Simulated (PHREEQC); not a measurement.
A solution holds 0.24 mol/kgw HF and 0.013 mol/kgw (CH3)4NF, at 25 °C. Closed to the air; pH follows from the charge balance.

Computed with PHREEQC (ion-association model, phreeqc.dat).

No solid was allowed to form.

**Question.** What pH does the model give?

**Answer.** pH 1.93.

**Question.** In which forms is F present?

**Answer.** HF 85 %, HF2- 9.4 %, F- 5.7 % of the F.

(CH3)4N+ isn't in the database: it is added as a free cation with an ion size of 4 Å.
